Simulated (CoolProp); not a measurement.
The fluid at 293.15 K and 0.0217 MPa is compressed adiabatically to 0.123 MPa with isentropic efficiency 0.8. The same conditions are run with several fluids, on thermodynamics alone (safety and materials aside).

The numbers come from the reference Helmholtz-energy equation of state of each fluid (R365MFC: Lemmon 2016; R113: Marx 1992; R11: Jacobsen 1992; dry air: Lemmon 2000; hydrogen sulfide: Lemmon 2006) in CoolProp. Blends and air are pseudo-pure fits.

```
fluid             work (kJ/kg)  final temperature (K)  final density (kg/m³)
----------------  ------------  ---------------------  ---------------------
R365MFC                   36.6                  331.7                   6.91
R113                      29.3                  339.3                   8.52
R11                       41.6                  364.7                   5.69
dry air                    236                  525.4                  0.815
hydrogen sulfide           192                  478.6                   1.06
```
